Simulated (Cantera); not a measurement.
Feed: 1 mol C₂H₆, 0.0082 mol O₂, 15 mol H₂, equilibrated at 2252 °C.

Equilibrium computed with Cantera from the NASA thermochemical tables; the gas is ideal and each condensed phase is pure. Candidate condensed phases: C, C₆H₆, C₇H₈, C₈H₁₈, H₂O; 110 gas species. The ideal-gas law is rough above about 30 bar. The numbers say what is thermodynamically allowed, not how fast it happens.

x: gas mole fraction; n: condensed amount in mol.

```json
[
 {"P (Pa)": "10", "x H₂": "0.100", "x H": "0.887", "x CH₄": "1.44e-10", "x C₂H₂ (acetylene)": "0.00120", "n C(graphite)": "1.000"},
 {"P (Pa)": "160", "x H₂": "0.498", "x H": "0.494", "x CH₄": "5.71e-8", "x C₂H₂ (acetylene)": "0.00598", "n C(graphite)": "1.63"},
 {"P (Pa)": "2500", "x H₂": "[?]", "x H": "[?]", "x CH₄": "[?]", "x C₂H₂ (acetylene)": "[?]", "n C(graphite)": "1.58"},
 {"P (Pa)": "40000", "x H₂": "0.944", "x H": "[?]", "x CH₄": "[?]", "x C₂H₂ (acetylene)": "0.0113", "n C(graphite)": "1.56"},
 {"P (Pa)": "630000", "x H₂": "0.975", "x H": "0.0110", "x CH₄": "0.000864", "x C₂H₂ (acetylene)": "0.0117", "n C(graphite)": "1.53"},
 {"P (Pa)": "10000000", "x H₂": "0.969", "x H": "0.00276", "x CH₄": "0.0135", "x C₂H₂ (acetylene)": "0.0116", "n C(graphite)": "1.28"}
]
```

Question: Fill in the missing entries.

Answer: 
- 2500, x H₂: 0.828
- 2500, x H: 0.161
- 2500, x CH₄: 2.47e-6
- 2500, x C₂H₂ (acetylene): 0.00994
- 40000, x H: 0.0431
- 40000, x CH₄: 5.14e-5
